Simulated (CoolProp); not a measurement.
The fluid at 255.74 K and 1.07 MPa (stagnation) flows isentropically through a choked orifice. The same conditions are run with several fluids, on thermodynamics alone (safety and materials aside).

The numbers come from the reference Helmholtz-energy equation of state of each fluid (ethylene: Smukala 2000; CF4 (R14): Platzer 1990; methane: Setzmann 1991; nitrogen: Span 2000; oxygen: Schmidt 1985) in CoolProp. The equations of Platzer and Polt are older, rougher fits.

| fluid | throat to inlet pressure ratio | mass flux (kg/(m² s)) | throat temperature (K) |
|---|---|---|---|
| ethylene | 0.551 | 2710 | 222.4 |
| CF4 (R14) | 0.570 | 4570 | 232.7 |
| methane | 0.541 | 2010 | 219.3 |
| nitrogen | 0.527 | 2680 | 212.6 |
| oxygen | 0.528 | 2870 | 212.7 |
